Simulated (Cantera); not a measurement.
Input: 1 mol HgO, 0.051 mol H2, held at 300 °C and 15.0 mbar.

These are equilibrium values from Cantera (NASA tables, ideal gas, pure condensed phases), not measurements of a reactor. Candidate condensed phases: H2O, Hg, HgO; 10 gas species. Kinetics and transport are ignored.

Base state: Hg 0.656, O2 0.311, H2O 0.0334 (mole fractions); condensed: gas only.

Question: What changes in the equilibrium state with this change: H2 from 0.051 to 2.2 mol?

Answer: 
| species | before | after |
|---|---|---|
| H2 | <1e-9 | 0.375 |
| H2O | 0.0334 | 0.312 |
| Hg | 0.656 | 0.312 |
| O2 | 0.311 | <1e-9 |
